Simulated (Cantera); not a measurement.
Feed: 1 mol Si2Cl6, 0.16 mol Cl2, 9.4 mol N2, 0.37 mol HCl.

Equilibrium computed with Cantera from the NASA thermochemical tables; the gas is ideal and each condensed phase is pure. Candidate condensed phases: NH4Cl, Si, Si3N4; 28 gas species. The feed counts by its element totals alone. N2 is the only nitrogen source here; it is nearly inert below about 1500 K, so the nitride shown seldom forms there in practice. The tables' values for SiCl3 are old estimates. Rates play no part.

Q: What condenses at these points (T in K, P in Pa): (1450, 200000); (1350, 2100); (1475, 100); (1400, 94000); (1400, 210)?

A: 
```tsv
T (K)	P in Pa	condensed phases	Si condensed (%)
1450	200000	Si3N4	19.2
1350	2100	Si3N4	15.2
1475	100	gas only	0.0
1400	94000	Si3N4	19.5
1400	210	gas only	0.0
```
